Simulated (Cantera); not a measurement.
Input: 1 mol Si, 0.47 mol N2O, 3.6 mol H2, held at 1.50e-6 bar.

Equilibrium computed with Cantera from the NASA thermochemical tables; the gas is ideal and each condensed phase is pure. Candidate condensed phases: H2O, Si, SiO2, Si2N2O, Si3N4; 35 gas species. Mutual solubility and eutectic melting of coexisting phases are not modelled. Kinetics and transport are ignored.

Task: Which condensed phases are stable at each of these points (T (°C)): 750, 850, 950, 1050, 1150, 1250, 1350, 1450, 1550, 1650, 1750?

Result: 
```
T (°C)   condensed phases  Si condensed (%)
------  -----------------  ----------------
750     Si(s) + Si2N2O(s)             100.0
850     Si(s) + Si2N2O(s)             100.0
950     Si(s) + Si2N2O(s)              99.2
1050    Si(s) + Si2N2O(s)              79.5
1150                Si(s)              52.5
1250                Si(s)              47.4
1350             gas only               0.0
1450             gas only               0.0
1550             gas only               0.0
1650             gas only               0.0
1750             gas only               0.0
```

From 750 °C to 1050 °C the condensed part is Si(s) + Si2N2O(s). From 1150 °C to 1250 °C the condensed part is Si(s). From 1350 °C to 1750 °C nothing is condensed.
